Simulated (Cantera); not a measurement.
## Reactions in the system B-F-N

Cantera with NASA thermochemical tables; ideal gases at 1 bar, condensed phases pure. Values are per mole of reaction as written; species without (g) are pure solids or liquids, kept so even where they would boil at 1 bar.

BN + 6 F(g) → NF₃(g) + BF₃(g)

```csv
T (K),ΔH° (kJ),ΔS° (J/K),ΔG° (kJ),log10 K
300,-1492.9,-452.5,-1357.1,236.29
648,-1505.4,-481.6,-1193.3,96.19
798,-1508.6,-486.1,-1120.7,73.36
948,-1511.3,-489.2,-1047.6,57.72
1098,-1513.7,-491.5,-974.0,46.34
1248,-1515.8,-493.3,-900.2,37.67
1398,-1517.7,-494.7,-826.0,30.86
1548,-1519.4,-495.9,-751.8,25.37
1698,-1520.9,-496.8,-677.3,20.83
1848,-1522.3,-497.6,-602.7,17.04
1998,-1523.5,-498.2,-528.0,13.80
```

BF₃(g) + N(g) → 3 F(g) + BN

```json
[
 {"T (K)": "300", "ΔH° (kJ)": "650.2", "ΔS° (J/K)": "83.5", "ΔG° (kJ)": "625.2", "log10 K": "-108.86"},
 {"T (K)": "648", "ΔH° (kJ)": "655.3", "ΔS° (J/K)": "94.8", "ΔG° (kJ)": "593.8", "log10 K": "-47.87"},
 {"T (K)": "798", "ΔH° (kJ)": "657.0", "ΔS° (J/K)": "97.3", "ΔG° (kJ)": "579.4", "log10 K": "-37.93"},
 {"T (K)": "948", "ΔH° (kJ)": "658.8", "ΔS° (J/K)": "99.2", "ΔG° (kJ)": "564.7", "log10 K": "-31.11"},
 {"T (K)": "1098", "ΔH° (kJ)": "660.5", "ΔS° (J/K)": "100.9", "ΔG° (kJ)": "549.7", "log10 K": "-26.15"},
 {"T (K)": "1248", "ΔH° (kJ)": "662.2", "ΔS° (J/K)": "102.4", "ΔG° (kJ)": "534.4", "log10 K": "-22.37"},
 {"T (K)": "1398", "ΔH° (kJ)": "663.9", "ΔS° (J/K)": "103.7", "ΔG° (kJ)": "519.0", "log10 K": "-19.39"},
 {"T (K)": "1548", "ΔH° (kJ)": "665.6", "ΔS° (J/K)": "104.8", "ΔG° (kJ)": "503.3", "log10 K": "-16.98"},
 {"T (K)": "1698", "ΔH° (kJ)": "667.2", "ΔS° (J/K)": "105.8", "ΔG° (kJ)": "487.5", "log10 K": "-15.00"},
 {"T (K)": "1848", "ΔH° (kJ)": "668.9", "ΔS° (J/K)": "106.8", "ΔG° (kJ)": "471.6", "log10 K": "-13.33"},
 {"T (K)": "1998", "ΔH° (kJ)": "670.4", "ΔS° (J/K)": "107.6", "ΔG° (kJ)": "455.5", "log10 K": "-11.91"}
]
```
